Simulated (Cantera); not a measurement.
A diamond (100) surface in a fixed gas of H2 with x(CH4) = 0.028, x(H) = 0.0016, x(CH3) = 0.00013, at 1025 K; coverages are run to steady state.

Model: the Harris–Goodwin 1993 mechanism for the reconstructed diamond (100) surface, integrated in Cantera.

θ: site fractions in the mechanism's names (c6HH fully hydrogenated, c6H* and c6*H radical sites, c6** diradical, c6HM methylated).

| P (Pa) | growth (µm/h) | θ c6HH | θ c6H* | θ c6*H | θ c6** | θ c6HM |
|---|---|---|---|---|---|---|
| 360 | 0.0712 | 0.570 | 0.0202 | 0.386 | 0.0106 | 0.00956 |
| 600 | (withheld) | 0.566 | 0.0201 | 0.384 | 0.0106 | (withheld) |
| 1000 | 0.359 | 0.563 | 0.0199 | 0.381 | 0.0105 | 0.0182 |
| 1700 | (withheld) | 0.559 | 0.0198 | 0.378 | 0.0104 | (withheld) |
| 2900 | 1.53 | 0.556 | 0.0197 | 0.376 | 0.0104 | 0.0272 |
| 4900 | 2.89 | 0.553 | 0.0196 | 0.374 | 0.0103 | 0.0305 |
| 8200 | 5.18 | 0.551 | 0.0195 | 0.373 | 0.0103 | 0.0328 |
| 14000 | 9.27 | 0.550 | 0.0195 | 0.372 | 0.0103 | 0.0344 |

**Question.** Complete the blanks.

**Answer.** 
- 600, growth (µm/h): 0.164
- 600, θ c6HM: 0.0136
- 1700, growth (µm/h): 0.763
- 1700, θ c6HM: 0.0230
